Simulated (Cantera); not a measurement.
# Premixed flame

A freely propagating, adiabatic, planar premixed flame of 45.4 % H2, 10.8 % O2, 40.6 % N2, 3.22 % H2O, equivalence ratio 2.1, unburnt at 623 K and 430000 Pa; mixture-averaged transport, grid criteria slope 0.08 and curve 0.16, no radiation.

Cantera simulation using the H2/O2 subset of GRI-Mech 3.0, which has no nitrogen chemistry; the numbers are that mechanism's predictions, not measurements. The hydrogen kinetics of GRI-Mech 3.0 are dated; newer H2 mechanisms differ, most at raised pressure. Burning velocities carry a grid error of a few per cent, more on coarse grids.

| z (mm) | T (K) | u (m/s) | x H2 | x O2 | x H2O | x H2O2 | x HO2 | x OH |
|---|---|---|---|---|---|---|---|---|
| -0.205 | 623 | 9.06 | 0.454 | 0.108 | 0.0322 | <1e-8 | <1e-8 | <1e-8 |
| -0.137 | 623 | 9.06 | 0.454 | 0.108 | 0.0322 | <1e-8 | <1e-8 | <1e-8 |
| -0.103 | 623 | 9.06 | 0.454 | 0.108 | 0.0322 | <1e-8 | 2.82e-8 | <1e-8 |
| -0.0684 | 624 | 9.06 | 0.453 | 0.108 | 0.0322 | 1.80e-8 | 2.36e-6 | <1e-8 |
| -0.0342 | 675 | 9.69 | 0.444 | 0.108 | 0.0350 | 1.38e-5 | 0.000609 | 8.36e-5 |
| -0.0171 | 945 | 13.2 | 0.408 | 0.100 | 0.0613 | 4.05e-5 | 0.000589 | 0.000824 |
| 0 | 1331 | 18.1 | 0.340 | 0.0703 | 0.128 | 1.21e-5 | 0.000268 | 0.00191 |
| 0.0171 | 1605 | 21.6 | 0.276 | 0.0314 | 0.204 | 2.75e-6 | 0.000107 | 0.00346 |
| 0.0342 | 1746 | 23.4 | 0.246 | 0.0106 | 0.244 | 1.45e-6 | 3.48e-5 | 0.00412 |
| 0.0684 | 1867 | 24.9 | 0.237 | 0.00149 | 0.263 | 7.16e-7 | 4.76e-6 | 0.00429 |
| 0.137 | 1970 | 26.1 | 0.243 | 0.000258 | 0.268 | 3.72e-7 | 9.78e-7 | 0.00388 |
| 0.274 | 2059 | 27.1 | 0.250 | 0.000111 | 0.271 | 1.90e-7 | 4.72e-7 | 0.00306 |
| 0.547 | 2127 | 27.8 | 0.256 | 4.65e-5 | 0.274 | 9.09e-8 | 2.10e-7 | 0.00213 |
x: mole fraction of selected species; z is measured from the peak of heat release.

- laminar burning velocity = 906 cm/s
- thermal thickness = 0.0684 mm
- peak x(H2O2) = 4.10e-5
- peak x(HO2) = 0.000818
- peak x(OH) = 0.00431
- grid points = 111
